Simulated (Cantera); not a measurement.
Input: 1 mol CO, 0.33 mol CO2, held at 1330 Pa.

Equilibrium computed with Cantera from the NASA thermochemical tables; the gas is ideal and each condensed phase is pure. Candidate condensed phases: C; 12 gas species. Kinetics and transport are ignored.

### Question
Which condensed phases are stable at each of these points (T (K)): 525, 675, 825, 975, 1125, 1275, 1425, 1575, 1725, 1875, 2025, 2175, 2325, 2475?

### Answer
```tsv
T (K)	condensed phases	C condensed (%)
525	C(graphite)	37.6
675	C(graphite)	35.1
825	C(graphite)	3.8
975	gas only	0.0
1125	gas only	0.0
1275	gas only	0.0
1425	gas only	0.0
1575	gas only	0.0
1725	gas only	0.0
1875	gas only	0.0
2025	gas only	0.0
2175	gas only	0.0
2325	gas only	0.0
2475	gas only	0.0
```

From 525 K to 825 K the condensed part is C(graphite). From 975 K to 2475 K nothing is condensed.
